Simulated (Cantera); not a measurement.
A freely propagating, adiabatic, planar premixed flame of 17.0 % H2, 17.0 % O2, 63.9 % N2, 2.04 % H2O, equivalence ratio 0.50, unburnt at 550 K and 0.760 atm; mixture-averaged transport, grid criteria slope 0.08 and curve 0.16, no radiation.

Model: the H2/O2 subset of GRI-Mech 3.0, which has no nitrogen chemistry, integrated in Cantera. Burning velocities carry a grid error of a few per cent, more on coarse grids. Lean hydrogen flames are cellular in practice and burn faster than this planar one.

Q: Predict: laminar burning velocity; thermal thickness; peak x(O); peak x(H2O2); peak x(OH).

A: 
```
Quantity                    Result
------------------------  --------
laminar burning velocity  231 cm/s
thermal thickness         0.563 mm
peak x(O)                  0.00735
peak x(H2O2)               2.74e-5
peak x(OH)                 0.00740
```
